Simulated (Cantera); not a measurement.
Input: 1 mol C6H6, 2.1 mol NH3, 4.5 mol H2, held at 1223 K and 13.3 mbar.

Method: chemical equilibrium by Gibbs-energy minimisation in Cantera with the NASA 1993 tables (ideal gas, pure condensed phases). Candidate condensed phases: C, C6H6, C7H8, C8H18; 92 gas species. The numbers say what is thermodynamically allowed, not how fast it happens.

What is the equilibrium state?


```
Quantity           Result
--------------  ---------
x(H2)               0.910
x(N2)              0.0897
x(CH4)           0.000147
x(HCN)            2.73e-5
x(H)              2.48e-6
n(C(graphite))   6.00 mol
gas amount      11.70 mol
```
